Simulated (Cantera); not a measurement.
## Moist CO burnout

An isothermal, constant-pressure homogeneous reactor starts with 1.45 % CO, 0.791 % O₂, 1.25 % H₂O, 96.5 % N₂, at 1450 K and 100000 Pa.

Detailed kinetics in Cantera: GRI-Mech 3.0 (53 species, 325 reactions).

```csv
t (s),x CO,x O₂,x H₂O,x H₂O₂,x H,x CO₂
0.000300,0.0145,0.00791,0.0125,1.47e-11,8.46e-8,4.26e-7
0.00135,0.0101,0.00586,0.0111,1.11e-7,0.00116,0.00437
0.00606,0.00166,0.00173,0.0118,5.53e-8,0.000380,0.0129
0.0272,0.000439,0.000946,0.0124,1.38e-8,3.94e-5,0.0141
0.122,8.89e-5,0.000728,0.0126,2.83e-9,3.30e-6,0.0145
0.551,1.30e-5,0.000683,0.0126,4.57e-10,1.91e-7,0.0146
2.47,2.20e-6,0.000678,0.0126,8.45e-11,1.42e-8,0.0146
11.1,1.27e-6,0.000678,0.0126,5.08e-11,6.50e-9,0.0146
50.0,1.27e-6,0.000678,0.0126,5.07e-11,6.48e-9,0.0146
```
x: mole fraction; the columns are a selection and need not sum to one.

Equilibrium at this temperature and pressure: CO 1.30e-6, O₂ 0.000651, H₂O 0.0126, H₂O₂ 4.96e-11, H 6.54e-9, CO₂ 0.0146 (gas phase only).
